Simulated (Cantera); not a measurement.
A perfectly stirred reactor is fed with 4.01 % CH4, 96.0 % N2, at 190000 Pa; it is held at 1650 K, and followed from long to short residence time.

Computed with Cantera and GRI-Mech 3.0 (53 species, 325 reactions). GRI-Mech 3.0 stops at C3 and has no aromatics, soot or wall deposition, so with more carbon than oxygen in the feed, carbon stays in small species such as C2H2 where larger ones or solid carbon would form.

x: mole fraction; the columns are a selection and need not sum to one.

```json
[
 {"τ (s)": "2.4", "x CH4": "0.00406", "x H": "1.43e-5", "x HCN": "1.20e-6", "x CH2": "6.07e-9", "x C2H4": "0.000131", "x H2": "0.0518"},
 {"τ (s)": "0.91", "x CH4": "0.00640", "x H": "1.34e-5", "x HCN": "7.17e-7", "x CH2": "9.48e-9", "x C2H4": "0.000129", "x H2": "0.0484"},
 {"τ (s)": "0.35", "x CH4": "0.00985", "x H": "1.21e-5", "x HCN": "4.18e-7", "x CH2": "1.46e-8", "x C2H4": "0.000141", "x H2": "0.0434"},
 {"τ (s)": "0.13", "x CH4": "___", "x H": "___", "x HCN": "___", "x CH2": "___", "x C2H4": "___", "x H2": "___"},
 {"τ (s)": "0.051", "x CH4": "0.0206", "x H": "8.26e-6", "x HCN": "1.11e-7", "x CH2": "3.25e-8", "x C2H4": "0.000321", "x H2": "0.0277"},
 {"τ (s)": "0.020", "x CH4": "0.0265", "x H": "6.12e-6", "x HCN": "4.87e-8", "x CH2": "4.59e-8", "x C2H4": "0.000556", "x H2": "0.0187"},
 {"τ (s)": "0.0075", "x CH4": "0.0320", "x H": "3.98e-6", "x HCN": "1.69e-8", "x CH2": "6.16e-8", "x C2H4": "0.000836", "x H2": "0.0105"},
 {"τ (s)": "0.0029", "x CH4": "0.0360", "x H": "___", "x HCN": "___", "x CH2": "___", "x C2H4": "0.000815", "x H2": "___"},
 {"τ (s)": "0.0011", "x CH4": "0.0386", "x H": "8.80e-7", "x HCN": "5.42e-10", "x CH2": "5.28e-8", "x C2H4": "0.000361", "x H2": "0.00131"},
 {"τ (s)": "0.00042", "x CH4": "0.0397", "x H": "3.40e-7", "x HCN": "4.95e-11", "x CH2": "2.35e-8", "x C2H4": "6.70e-5", "x H2": "0.000273"},
 {"τ (s)": "0.00016", "x CH4": "0.0400", "x H": "1.87e-7", "x HCN": "5.64e-12", "x CH2": "7.12e-9", "x C2H4": "7.37e-6", "x H2": "6.36e-5"}
]
```

Complete the blanks.


- 0.13, x CH4: 0.0148
- 0.13, x H: 1.03e-5
- 0.13, x HCN: 2.23e-7
- 0.13, x CH2: 2.23e-8
- 0.13, x C2H4: 0.000194
- 0.13, x H2: 0.0361
- 0.0029, x H: 2.17e-6
- 0.0029, x HCN: 4.21e-9
- 0.0029, x CH2: 6.96e-8
- 0.0029, x H2: 0.00460
